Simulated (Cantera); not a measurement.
Input (Python, Cantera) and output of one run.

```python
import numpy as np
import cantera as ct

gas_names = """
    C CH CH2 CH3 CH2OH CH3O CH4 CH3OH CN CO CO2 COOH C2 C2H CHCO,ketyl C2H2,acetylene C2H2,vinylidene
    CH2CO,ketene C2H3,vinyl CH3CN CH3CO,acetyl C2H4 C2H4O,ethylen CH3CHO,ethanal CH3COOH (HCOOH)2 C2H5
    C2H6 CH3OCH3 C2H5OH CCN CNC C2N2 C2O C3 C3H3,propargyl C3H4,allene C3H4,propyne C3H4,cyclo-
    C3H5,allyl C3H6,propylene C3H6,cyclo- C3H6O C3H7,n-propyl C3H7,i-propyl C3H8 C3H8O,1propanol
    C3H8O,2propanol C3O2 C4 C4H2 C4H4,1,3-cyclo- C4H6,butadiene C4H6,2-butyne C4H6,cyclo- C4H8,1-butene
    C4H8,cis2-buten C4H8,tr2-butene C4H8,isobutene C4H8,cyclo- (CH3COOH)2 C4H9,n-butyl C4H9,i-butyl
    C4H9,s-butyl C4H9,t-butyl C4H10,isobutane C4H10,n-butane C4N2 C5 C5H6,1,3cyclo- C5H8,cyclo-
    C5H10,1-pentene C5H10,cyclo- C5H11,pentyl C5H11,t-pentyl C5H12,n-pentane C5H12,i-pentane
    CH3C(CH3)2CH3 C6H2 C6H5,phenyl C6H5O,phenoxy C6H6 C6H5OH,phenol C6H10,cyclo- C6H12,1-hexene
    C6H12,cyclo- C6H13,n-hexyl C7H7,benzyl C7H8 C7H8O,cresol C7H14,1-heptene C7H15,n-heptyl
    C7H16,n-heptane C8H8,styrene C8H10,ethylbenz C8H16,1-octene C8H17,n-octyl C8H18,isooctane
    C8H18,n-octane C9H19,n-nonyl C10H8,naphthale C10H21,n-decyl C12H9,o-bipheny C12H10,bipheny H HCN HCO
    HCCN HNC HNCO HNO HNO2 HNO3 HO2 H2 HCHO,formaldehy HCOOH H2O H2O2 N NCO NH NH2 NH3 NH2OH NO NO2 NO3
    N2 N2H2 N2H4 N2O O OH O2 O3 Si SiC SiC2 SiC4H12 SiH SiH2 SiH3 SiH4 SiN SiO SiO2 Si2 Si2C Si2N Si3
""".split()
cond_names = """
    C(gr) C6H6(L) C7H8(L) C8H18(L),n-octa H2O(s) H2O(L) Si(cr) Si(L) SiC(b) SiO2(Lqz) SiO2(hqz) SiO2(L)
    Si2N2O(s) Si3N4(a)
""".split()


def load(file, names, dense=False):
    # The tables refer to 1 bar. Condensed volumes are neglected.
    table = {s.name: s for s in ct.Species.list_from_file(file)}
    out = []
    for n in names:
        d = dict(table[n].input_data)
        d["thermo"] = dict(d["thermo"], **{"reference-pressure": 1e5})
        if dense:
            d["equation-of-state"] = {"model": "constant-volume", "density": "1e6 g/cm^3"}
        out.append(ct.Species.from_dict(d))
    return out


gas = ct.Solution(thermo="ideal-gas", species=load("nasa_gas.yaml", gas_names))
cond = {s.name: ct.Solution(thermo="fixed-stoichiometry", species=[s], name=s.name)
        for s in load("nasa_condensed.yaml", cond_names, dense=True)}
atoms = {
    'Si2H6': {'Si': 2, 'H': 6},
    'CO2': {'C': 1, 'O': 2},
    'N2': {'N': 2},
}
top_T = {'C(gr)': 4500, 'SiC(b)': 3050, 'Si2N2O(s)': 2100, 'Si3N4(a)': 2400}  # K; cautious upper limits of use, not melting points


def equilibrate(T, P, feed):
    n = {}
    for name, mol in feed.items():
        for a, k in atoms[name].items():
            n[a] = n.get(a, 0.0) + k * mol
    gas.TPX = T, P, n
    mass = sum(n.values()) * gas.mean_molecular_weight
    gas.equilibrate("TP")
    valid = [c for c in cond.values() if c.min_temp <= T <= top_T.get(c.name, c.max_temp)]
    mix = ct.Mixture([(gas, mass / gas.mean_molecular_weight)] + [(c, 0.0) for c in valid])
    mix.T, mix.P = T, P
    mix.equilibrate("TP", solver="vcs", rtol=1e-11, max_steps=5000)
    return mix


results = []
feed = {'Si2H6': 1, 'CO2': 0.11, 'N2': 22}  # mol
T = 1300  # K
P = 1000  # Pa
mix = equilibrate(T, P, feed)
results.append((T, P, feed, dict(zip(mix.species_names, mix.species_moles))))
print(gas.report(threshold=0.0001))
for i in range(1, mix.n_phases):
    print(f"{mix.phase(i).name:16s} {mix.phase_moles(i):12.5e} mol")
```

It prints:

```
       temperature   1300 K
          pressure   1000 Pa
           density   0.0022879 kg/m^3
  mean mol. weight   24.73 kg/kmol
   phase of matter   gas

                          1 kg             1 kmol
                     ---------------   ---------------
          enthalpy        1.2656e+06        3.1298e+07  J
   internal energy        8.2851e+05        2.0489e+07  J
           entropy             10937        2.7048e+05  J/K
    Gibbs function       -1.2953e+07       -3.2032e+08  J
 heat capacity c_p            1364.1             33735  J/K
 heat capacity c_v            1027.9             25420  J/K

                      mass frac. Y      mole frac. X     chem. pot. / RT
                     ---------------   ---------------   ---------------
                H2          0.010298           0.12633            -24.87
                N2           0.98959           0.87357           -30.324
     [ +149 minor]        0.00011332        0.00010683

C(gr)             1.07557e-01 mol
Si(cr)            0.00000e+00 mol
SiC(b)            0.00000e+00 mol
SiO2(hqz)         0.00000e+00 mol
Si2N2O(s)         2.19236e-01 mol
Si3N4(a)          5.20509e-01 mol
```

Equilibrium computed with Cantera from the NASA thermochemical tables; the gas is ideal and each condensed phase is pure. The feed counts by its element totals alone. N2 is the only nitrogen source here; it is nearly inert below about 1500 K, so the nitride shown seldom forms there in practice. Mutual solubility and eutectic melting of coexisting phases are not modelled.
